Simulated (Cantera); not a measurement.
Cantera run, input and output.

```python
import numpy as np
import cantera as ct

surf = ct.Interface("ptcombust.yaml", "Pt_surf")
gas = surf.adjacent["gas"]
gas.TPX = 850, 500000, {'H2': 0.0031, 'O2': 0.16, 'N2': 0.79, 'H2O': 0.0074}
surf.TP = 850, 500000
reactor = ct.FlowReactor(gas, clone=False)
reactor.area = 0.0001  # m2
reactor.surface_area_to_volume_ratio = 140  # 1/m
reactor.mass_flow_rate = 0.91 * reactor.area * gas.density  # inlet velocity 0.91 m/s
reactor.energy_enabled = False
wall = ct.ReactorSurface(surf, reactor, clone=False)
net = ct.ReactorNet([reactor])
net.rtol, net.atol = 1e-8, 1e-16
show, cover = ['H2', 'O2', 'H2O'], ['PT(S)', 'H(S)', 'O(S)', 'OH(S)', 'CO(S)', 'C(S)']

rows = []
print(f"{'z/m':>9s}{'u/(m/s)':>9s}" + "".join(f"{s:>13s}" for s in show + cover))
for z in [0.00027, 0.00048, 0.00085, 0.0015, 0.0027, 0.0048, 0.0085, 0.015, 0.027]:
    net.advance(z)
    rows.append([reactor.speed, *gas[show].X, *surf[cover].coverages])
    print(f"{z:9.4g}{rows[-1][0]:9.3g}" + "".join(f"{x:13.4e}" for x in rows[-1][1:]))
```

Result:

```
      z/m  u/(m/s)           H2           O2          H2O        PT(S)         H(S)         O(S)        OH(S)        CO(S)         C(S)
  0.00027     0.91   3.0050e-03   1.6649e-01   7.9281e-03   4.8024e-02   4.1437e-08   9.4816e-01   3.8126e-03  -7.1790e-32  -1.9359e-34
  0.00048     0.91   2.8478e-03   1.6642e-01   8.0861e-03   4.6690e-02   3.9278e-08   9.4952e-01   3.7797e-03   8.3629e-30   2.2563e-32
  0.00085     0.91   2.5994e-03   1.6632e-01   8.3359e-03   4.4629e-02   3.6023e-08   9.5164e-01   3.7266e-03  -2.3699e-28  -8.2683e-31
   0.0015     0.91   2.2340e-03   1.6617e-01   8.7033e-03   4.1707e-02   3.1578e-08   9.5464e-01   3.6468e-03  -1.6813e-28   3.4938e-30
   0.0027    0.909   1.7269e-03   1.6595e-01   9.2131e-03   3.7886e-02   2.6067e-08   9.5857e-01   3.5335e-03  -1.4438e-28   1.2512e-31
   0.0048    0.909   1.1510e-03   1.6571e-01   9.7921e-03   3.3900e-02   2.0687e-08   9.6269e-01   3.4035e-03   2.0501e-27   3.9376e-30
   0.0085    0.909   6.0673e-04   1.6549e-01   1.0339e-02   3.0493e-02   1.6395e-08   9.6622e-01   3.2817e-03  -2.6350e-27  -7.0607e-30
    0.015    0.909   2.1720e-04   1.6532e-01   1.0731e-02   2.8273e-02   1.3753e-08   9.6853e-01   3.1965e-03   2.7869e-25  -2.8898e-29
    0.027    0.909   3.5973e-05   1.6525e-01   1.0913e-02   2.7301e-02   1.2636e-08   9.6954e-01   3.1576e-03  -8.8615e-30  -2.3779e-32
```

Cantera simulation using Deutschmann's 1995 Pt surface mechanism with GRI-Mech 3.0 gas chemistry; the numbers are that mechanism's predictions, not measurements. Catalytic surfaces can have several steady states; this one follows from the mechanism file's or the stated starting coverage. Mass transfer to the wall is taken as infinitely fast.
